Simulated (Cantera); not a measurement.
Gas mixture: 71.4 % C3H8, 28.6 % C2H4, at 91000 Pa, frozen composition.

Cantera's kinetic-theory transport with the Lennard-Jones parameters of GRI-Mech 3.0, ideal gas; thermal conductivity in the multicomponent form. The composition is frozen, though it would react at the higher temperatures.

D: mixture-averaged diffusion coefficient of that species in the mixture.

| T (K) | ρ (kg/m³) | cp (J/kg/K) | μ (µPa s) | λ (mW/m/K) | Pr | D (cm²/s) CH3 | D (cm²/s) NH3 | D (cm²/s) O |
|---|---|---|---|---|---|---|---|---|
| 400 | 1.08 | 2082 | 11.4 | 31.2 | 0.763 | 0.260 | 0.241 | ? |
| 550 | 0.786 | 2666 | 15.1 | 52.9 | 0.764 | 0.462 | 0.447 | ? |
| 700 | 0.618 | 3145 | 18.4 | 75.9 | 0.764 | 0.706 | 0.704 | ? |
| 850 | 0.509 | 3522 | 21.4 | 98.9 | 0.764 | 0.989 | 1.00 | ? |
| 1000 | 0.432 | 3837 | 24.2 | 122 | 0.763 | 1.31 | 1.35 | ? |
| 1150 | 0.376 | 4067 | 26.7 | 143 | 0.761 | 1.66 | 1.72 | ? |
| 1300 | 0.333 | 4266 | 29.2 | 164 | 0.760 | 2.04 | 2.14 | ? |

Question: Complete the blanks.

Answer: 
- 400, D (cm²/s) O: 0.362
- 550, D (cm²/s) O: 0.634
- 700, D (cm²/s) O: 0.960
- 850, D (cm²/s) O: 1.34
- 1000, D (cm²/s) O: 1.76
- 1150, D (cm²/s) O: 2.22
- 1300, D (cm²/s) O: 2.73
